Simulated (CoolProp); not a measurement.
Vapour-liquid equilibrium of R22 (1) + c-C4F8 (RC318) (2) at 4.82 bar; x and y are mole fractions of (1).

The numbers come from the multi-fluid Helmholtz-energy mixture model, Kamei 1995 and Platzer 1990; pair parameters Bell 2016 in CoolProp. This equation is an older, rougher fit; its heat capacities, sound speeds and derivatives of the liquid may be far off and weren't checked against measurements.

Give the bubble temperature and the first vapour's composition at x = 0.275, 0.425, 0.8. Is there an azeotrope?

x = 0.275: 293.0 K, y = 0.601; x = 0.425: 283.2 K, y = 0.773; x = 0.8: 274.1 K, y = 0.908. No azeotrope shows between x = 0.05 and 0.95.

The pair parameters rest on a limited set of measurements; away from them the model extrapolates. The gap from Raoult's law changes sign with composition, which may be real or a fault of the pair parameters; it wasn't checked against measurements.
